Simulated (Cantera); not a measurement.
Mixture: CH4 : O2 : N2 = 1 : 4.88 : 18.3 (molar parts), equivalence ratio 0.41, at 270000 Pa, adiabatic and at constant volume. Ignition delay is the time to a rise of 400 K.

Detailed kinetics in Cantera: GRI-Mech 3.0 (53 species, 325 reactions).

Question: Predict: delay at 1275 K; delay at 1375 K; delay at 1475 K; delay at 1575 K; delay at 1675 K; apparent activation energy between 1625 and 1725 K.

Answer: 
```json
{
  "delay at 1275 K": "4.35 ms",
  "delay at 1375 K": "1.35 ms",
  "delay at 1475 K": "0.484 ms",
  "delay at 1575 K": "0.200 ms",
  "delay at 1675 K": "94.4 µs",
  "apparent activation energy between 1625 and 1725 K": "160 kJ/mol"
}
```
